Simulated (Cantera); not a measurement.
What does this Cantera script print?

```python
import numpy as np
import cantera as ct

gas = ct.Solution("h2o2.yaml")
gas.TPX = 1400, 620, {'H2': 0.0054, 'O2': 1}
reactor = ct.IdealGasConstPressureReactor(gas, energy="off", clone=False)
net = ct.ReactorNet([reactor])
net.rtol, net.atol = 1e-08, 1e-18
show = ['H2', 'O2', 'H2O2', 'H2O', 'O']
times = np.geomspace(0.0001, 70, 10)

steps = ct.SolutionArray(gas, extra=["t"])
rows = []
print(f"{'t/s':>10s}{'T/K':>9s}{'P/Pa':>11s}" + "".join(f"{s:>11s}" for s in show))
for t in times:
    while net.time < t:
        t_next = net.step()
        steps.append(gas.state, t=t_next)
    rows.append([np.interp(t, steps.t, y) for y in (steps.T, steps.P, *steps(*show).X.T)])
    print(f"{t:10.3e}{rows[-1][0]:9.1f}{rows[-1][1]:11.4g}" + "".join(f"{x:11.3e}" for x in rows[-1][2:]))
rate = np.gradient(steps.T, steps.t)
print("integrator steps:", len(steps.t))
if steps.T.max() > steps.T[0] + 200:
    print(f"time of steepest temperature rise: {steps.t[rate.argmax()]:.4e} s")
gas.TPX = 1400, 620, {'H2': 0.0054, 'O2': 1}
gas.equilibrate("TP")
print(f"equilibrium (TP): T = {gas.T:.1f} K  " + "  ".join(f"{s} {gas[s].X[0]:.3e}" for s in show))
```

Output:

```
       t/s      T/K       P/Pa         H2         O2       H2O2        H2O          O
 1.000e-04   1400.0        620  5.371e-03  9.946e-01  2.643e-13  1.410e-10  3.626e-09
 4.461e-04   1400.0        620  5.371e-03  9.946e-01  5.019e-12  5.141e-09  2.729e-08
 1.990e-03   1400.0        620  5.371e-03  9.946e-01  8.230e-11  1.851e-07  2.844e-07
 8.879e-03   1400.0        620  5.227e-03  9.945e-01  7.471e-10  1.014e-04  9.698e-05
 3.961e-02   1400.0        620  1.161e-05  9.894e-01  2.368e-09  4.956e-03  4.826e-03
 1.767e-01   1400.0        620  1.118e-05  9.896e-01  2.337e-09  4.965e-03  4.656e-03
 7.884e-01   1400.0        620  9.653e-06  9.903e-01  2.209e-09  5.002e-03  3.993e-03
 3.517e+00   1400.0        620  5.552e-06  9.921e-01  1.741e-09  5.109e-03  2.253e-03
 1.569e+01   1400.0        620  1.294e-06  9.940e-01  7.748e-10  5.260e-03  5.111e-04
 7.000e+01   1400.0        620  1.409e-07  9.945e-01  1.516e-10  5.345e-03  5.483e-05
integrator steps: 1159
equilibrium (TP): T = 1400.0 K  H2 3.108e-08  O2 9.946e-01  H2O2 4.713e-11  H2O 5.367e-03  O 1.206e-05
```

Detailed kinetics in Cantera: the H2/O2 subset of GRI-Mech 3.0, which has no nitrogen chemistry. Radical loss at walls, strong at low pressure, is not modelled.
